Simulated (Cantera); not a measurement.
A closed system holds: 1 mol trisilylamine, 8.3 mol NH3, 4.2 mol N2, held at 923.15 K and 3.00 mbar.

These are equilibrium values from Cantera (NASA tables, ideal gas, pure condensed phases), not measurements of a reactor. Candidate condensed phases: Si, Si3N4; 18 gas species. The feed counts by its element totals alone. Rates play no part.

Base state: H2 0.712, N2 0.288 (mole fractions); condensed: Si3N4(s).

Question: What changes in the equilibrium state with this change: trisilylamine replaced by SiHCl3?

Answer: 
```csv
species,before,after
H2,0.712,0.518
N2,0.288,0.347
HCl,0,0.135
SiCl4,0,0.000152
"Si3N4(s), mol",1.00,0.332
```
Further candidate phases: NH4Cl.

Question: What changes in the equilibrium state with this change: trisilylamine replaced by SiH2Cl2?

Answer: 
```tsv
species	before	after
H2	0.712	0.563
N2	0.288	0.347
HCl	0	0.0903
SiCl4	0	2.58e-5
Si3N4(s), mol	1.00	0.333
```
Further candidate phases: NH4Cl.
